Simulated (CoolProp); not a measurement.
A simple Rankine cycle with R152A: condensing at 307.15 K, boiler at 1.88 MPa, turbine inlet 492.9 K, turbine efficiency 0.75, pump efficiency 0.6, no recuperator. Each further row changes one setting.

Values from CoolProp's reference Helmholtz-energy equation of state, Outcalt 1996. It is a modified Benedict-Webb-Rubin equation, recast in Helmholtz form.

```
case                             thermal efficiency (%)  net work (kJ/kg)  heat in (kJ/kg)  turbine exit temperature (K)  volume ratio over the turbine
-------------------------------  ----------------------  ----------------  ---------------  ----------------------------  -----------------------------
as stated                                           7.0              35.6              506                         460.3                           2.35
condensing temperature 299.15 K                     8.6              44.6              520                         452.6                           2.92
boiler pressure 1.32 MPa                            4.4              22.4              512                         473.7                           1.67
turbine efficiency 0.65                             6.0              30.6              506                         463.9                           2.37
```
